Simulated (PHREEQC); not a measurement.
A PHREEQC speciation (ion-association model, phreeqc.dat) at 20 °C gives pH 2.04 and these molalities:

```json
[
 {"species": "H+", "mol/kgw": "0.00995"},
 {"species": "H3PO4", "mol/kgw": "0.00529"},
 {"species": "H2PO4-", "mol/kgw": "0.00471"},
 {"species": "SO4-2", "mol/kgw": "0.00204"},
 {"species": "HSO4-", "mol/kgw": "0.00116"}
]
```

Question: What are the element totals, and what could have been dissolved in 1 kg of water to give them?

Answer: This is not unique; one that fits is totals P 0.0100, S(6) 0.00320 mol/kgw, from 0.01 mol/kgw H3PO4 and 0.0032 mol/kgw H2SO4.

Precipitation was switched off in this run.
